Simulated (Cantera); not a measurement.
Input: 1 mol Hg, a varied amount of O2, 0.35 mol N2, held at 523.15 K and 1330 Pa.

Cantera equilibrium calculation (NASA polynomials, part measured and part estimated; ideal gas, pure solids and liquids). Candidate condensed phases: Hg, HgO; 10 gas species. Rates play no part.

log p: log10 of the partial pressure in bar; n: condensed amount in mol.

```tsv
n(O2) (mol)	log p N2	log p O2	log p Hg	log p NO2	log p NO	n HgO(s)
0.13	-2.37	-4.80	-2.04	-12.61	-12.05	0.257
0.16	-2.35	-4.78	-2.06	-12.57	-12.03	0.317
0.2	-2.31	-4.74	-2.07	___	-11.99	0.397
0.25	-2.26	-4.68	-2.11	___	-11.93	0.497
0.3	-2.21	-4.59	-2.15	___	-11.86	0.597
0.37	-2.12	-4.40	-2.24	___	-11.72	0.736
0.45	-2.00	-3.88	-2.50	___	-11.40	0.891
0.55	-1.98	-2.72	-3.09	___	-10.81	0.973
0.68	-2.08	-2.34	-3.27	___	-10.68	0.977
0.83	-2.19	-2.20	-3.35	-9.91	-10.66	0.976
1	-2.28	-2.11	-3.39	-9.88	-10.66	0.973
1.2	-2.37	-2.06	-3.41	-9.87	-10.68	0.968
1.5	-2.48	-2.02	-3.44	-9.88	-10.71	0.961
```

Q: Some entries are withheld; supply them.

A: 
- 0.2, log p NO2: -12.52
- 0.25, log p NO2: -12.43
- 0.3, log p NO2: -12.32
- 0.37, log p NO2: -12.09
- 0.45, log p NO2: -11.50
- 0.55, log p NO2: -10.33
- 0.68, log p NO2: -10.01
